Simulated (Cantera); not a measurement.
CuO + H2 (hydrogen reduction and annealing atmospheres)

Feed: 1 mol CuO, 700 mol H2, equilibrated at 850 K and 0.0460 bar.

Equilibrium computed with Cantera from the NASA thermochemical tables; the gas is ideal and each condensed phase is pure. Candidate condensed phases: Cu, CuO, Cu(OH)2, Cu2O, H2O; 12 gas species. Equilibrium is a limit: real reactors are often held back by kinetics, nucleation or transport.

* **x(H2)**: 0.999
* **x(H2O)**: 0.00143
* **n(Cu(s))**: 1.00 mol
* **gas amount**: 700.0 mol
* **log10 activity of Cu(OH)2(s) (absent)**: -17.30
